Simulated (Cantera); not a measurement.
Feed: 1 mol CH3SiCl3, 190 mol H2, held at 1648.15 K and 230 Pa.

Equilibrium computed with Cantera from the NASA thermochemical tables; the gas is ideal and each condensed phase is pure. Candidate condensed phases: C, C6H6, C7H8, C8H18, Si, SiC; 109 gas species. The feed counts by its element totals alone. Rates play no part.

Base state: H2 0.983, HCl 0.0155, H 0.00184, Cl 2.28e-5, SiCl2 2.09e-5, C2H2 (acetylene) 1.15e-5 (mole fractions); condensed: SiC(s).

What changes in the equilibrium state with this change: temperature from 1648.15 K to 1073.15 K?


| species | before | after |
|---|---|---|
| H2 | 0.983 | 0.984 |
| HCl | 0.0155 | 0.0155 |
| SiCl2 | 2.09e-5 | 5.08e-6 |
| H | 0.00184 | 2.91e-7 |
| C2H2 (acetylene) | 1.15e-5 | <1e-9 |
| Cl | 2.28e-5 | 4.15e-9 |
| SiC(s), mol | 0.995 | 0.999 |
